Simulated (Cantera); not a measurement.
A perfectly stirred reactor is fed with 0.419 % CO, 3.37 % O2, 5.19 % H2O, 91.0 % N2, at 0.987 atm; it is held at 1273 K, and followed from long to short residence time.

Computed with Cantera and GRI-Mech 3.0 (53 species, 325 reactions).

**Question.** Predict: x(CO) at τ = 0.930 s; x(O2) at τ = 0.930 s; x(H2O) at τ = 0.930 s; x(OH) at τ = 0.930 s; x(HO2) at τ = 0.930 s; x(CO) at τ = 14.0 ms; x(O2) at τ = 14.0 ms; x(H2O) at τ = 14.0 ms; x(OH) at τ = 14.0 ms; x(HO2) at τ = 14.0 ms.

**Answer.** 
| Quantity | Result |
|---|---|
| x(CO) at τ = 0.930 s | 4.63e-5 |
| x(O2) at τ = 0.930 s | 0.0317 |
| x(H2O) at τ = 0.930 s | 0.0520 |
| x(OH) at τ = 0.930 s | 3.41e-5 |
| x(HO2) at τ = 0.930 s | 2.80e-7 |
| x(CO) at τ = 14.0 ms | 0.000717 |
| x(O2) at τ = 14.0 ms | 0.0320 |
| x(H2O) at τ = 14.0 ms | 0.0519 |
| x(OH) at τ = 14.0 ms | 0.000122 |
| x(HO2) at τ = 14.0 ms | 3.03e-6 |
